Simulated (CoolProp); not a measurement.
Computed with CoolProp (reference Helmholtz-energy equation of state, Bücker 2006).

For n-butane, give the phase and the density (kg/m³), Joule-Thomson coefficient (K/MPa), isothermal compressibility (1/MPa) at 85.15 °C and 7.48 MPa; 273.95 °C and 1.55 MPa.


- 85.15 °C and 7.48 MPa: liquid; density 515, Joule-Thomson coefficient -0.0715, isothermal compressibility 0.00565
- 273.95 °C and 1.55 MPa: gas; density 21.0, Joule-Thomson coefficient 4.18, isothermal compressibility 0.685
